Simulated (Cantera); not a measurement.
A closed system holds: 1 mol SiH2Cl2, 0.48 mol H2O, at 21.0 mbar.

Equilibrium computed with Cantera from the NASA thermochemical tables; the gas is ideal and each condensed phase is pure. Candidate condensed phases: H2O, Si, SiO2; 30 gas species. The tables' values for SiCl3 are old estimates; treat these amounts as uncertain. Rates play no part. All values below are at 1000 K.

Base state: H2 0.713, SiCl4 0.214, SiHCl3 0.0331, HCl 0.0324, SiCl3 0.00471, SiCl2 0.00251, SiH2Cl2 0.000553 (mole fractions); condensed: Si(s) + SiO2(β-quartz).

Question: What changes in the equilibrium state with this change: SiH2Cl2 replaced by HMDSO?

Answer: 
```json
[
 {"species": "H2", "before": "0.713", "after": "0.998"},
 {"species": "CH4", "before": "0", "after": "0.00200"},
 {"species": "SiCl4", "before": "0.214", "after": "0"},
 {"species": "SiHCl3", "before": "0.0331", "after": "0"},
 {"species": "HCl", "before": "0.0324", "after": "0"},
 {"species": "SiCl3", "before": "0.00471", "after": "0"},
 {"species": "SiCl2", "before": "0.00251", "after": "0"},
 {"species": "SiH2Cl2", "before": "0.000553", "after": "0"},
 {"species": "Si(s), mol", "before": "0.254", "after": "0"},
 {"species": "SiO2(β-quartz), mol", "before": "0.240", "after": "0.740"},
 {"species": "C(graphite), mol", "before": "0", "after": "4.72"},
 {"species": "SiC(s), mol", "before": "0", "after": "1.26"}
]
```
The feed counts by its element totals alone. Further candidate phases: C, C6H6, C7H8, C8H18, SiC.
